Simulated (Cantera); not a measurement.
# Stirred combustor or abatement burner

A perfectly stirred reactor is fed with CH4 : H2 : O2 : N2 = 1 : 1.5 : 1.96 : 7.39 (molar parts), at 1.50 bar; it is adiabatic with a 450 K inlet, and is followed from long to short residence time, starting on the burning branch (τ in s: 0.19, 0.091, 0.045, 0.022, 0.011, 0.0052, 0.0026, 0.0013, 0.00061, 0.0003, 0.00015, 7.2e-05, 3.5e-05).

Model: GRI-Mech 3.0 (53 species, 325 reactions), integrated in Cantera.

```csv
τ (s),T (K),x CH4,x H2,x O2,x CO,x CH2CO,x C2H4,x O
0.19,2174,2.39e-5,0.0776,3.17e-5,0.0547,1.73e-8,4.24e-9,8.61e-6
0.091,2171,3.46e-5,0.0775,5.25e-5,0.0547,3.07e-8,1.06e-8,1.20e-5
0.045,2167,4.55e-5,0.0774,8.50e-5,0.0546,4.98e-8,2.24e-8,1.78e-5
0.022,2161,5.63e-5,0.0773,0.000138,0.0546,7.55e-8,4.23e-8,2.84e-5
0.011,2153,6.71e-5,0.0771,0.000219,0.0545,1.06e-7,7.16e-8,4.64e-5
0.0052,2141,8.21e-5,0.0769,0.000360,0.0543,1.47e-7,1.22e-7,7.98e-5
0.0026,2127,0.000104,0.0767,0.000572,0.0542,1.98e-7,2.01e-7,0.000130
0.0013,2110,0.000142,0.0765,0.000912,0.0541,2.78e-7,3.54e-7,0.000203
0.00061,2087,0.000218,0.0763,0.00153,0.0541,4.40e-7,7.29e-7,0.000312
0.00030,2061,0.000357,0.0762,0.00254,0.0544,7.67e-7,1.65e-6,0.000438
0.00015,2029,0.000638,0.0765,0.00435,0.0550,1.56e-6,4.33e-6,0.000565
7.2e-5,1979,0.00141,0.0778,0.00856,0.0566,4.41e-6,1.64e-5,0.000662
3.5e-5,450,0.0844,0.127,0.165,<1e-12,<1e-12,<1e-12,<1e-12
```
x: mole fraction; the columns are a selection and need not sum to one.
